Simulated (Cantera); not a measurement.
Mixture: 16.5 % CO, 8.10 % H₂, 15.4 % O₂, 57.8 % N₂, 2.15 % H₂O, at 1500 Torr, adiabatic and at constant volume. Ignition delay is the time to a rise of 400 K.

Computed with Cantera and GRI-Mech 3.0 (53 species, 325 reactions). Where the delays flatten at high temperature, the 400 K rule measures the pace of heat release, not the induction time.

### Question
Predict: delay at 1200 K; delay at 1350 K; delay at 1500 K; delay at 1650 K; delay at 1800 K.

### Answer
```json
{
 "delay at 1200 K": "37.5 µs",
 "delay at 1350 K": "18.6 µs",
 "delay at 1500 K": "12.7 µs",
 "delay at 1650 K": "10.4 µs",
 "delay at 1800 K": "9.84 µs"
}
```
